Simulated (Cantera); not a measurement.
Feed: 1 mol SiO2, 4.6 mol CH4, 0.3 mol N2, equilibrated at 2425 K and 1.00 bar.

These are equilibrium values from Cantera (NASA tables, ideal gas, pure condensed phases), not measurements of a reactor. Candidate condensed phases: C, C6H6, C7H8, C8H18, H2O, Si, SiC, SiO2, Si2N2O, Si3N4; 151 gas species. Gases not in the tables: Si2H6 and higher silanes. Equilibrium is a limit: real reactors are often held back by kinetics, nucleation or transport.

Base state: H2 0.775, CO 0.169, N2 0.0217, H 0.0158, HCN 0.00756, C2H2 (acetylene) 0.00605, SiO 0.00353, HNC 0.000810 (mole fractions); condensed: C(graphite) + SiC(s).

**Question.** What changes in the equilibrium state with this change: SiO2 replaced by Fe2O3?

**Answer.** 
| species | before | after |
|---|---|---|
| H2 | 0.775 | 0.700 |
| CO | 0.169 | 0.234 |
| N2 | 0.0217 | 0.0196 |
| Fe | 0 | 0.0178 |
| H | 0.0158 | 0.0150 |
| SiO | 0.00353 | 0 |
| Si | 0.000532 | 0 |
| SiH | 0.000139 | 0 |
| C(graphite), mol | 1.45 | 1.36 |
| SiC(s), mol | 0.947 | 0 |
| Fe(l), mol | 0 | 1.77 |
Iron dissolves carbon and melts from about 1420 K in contact with it, which pure phases cannot show. Condensed phases not in the tables: cementite and carbon dissolved in iron. Further candidate phases: Fe, Fe(CO)5, FeO, Fe(OH)2, Fe(OH)3, Fe2O3, Fe3O4.
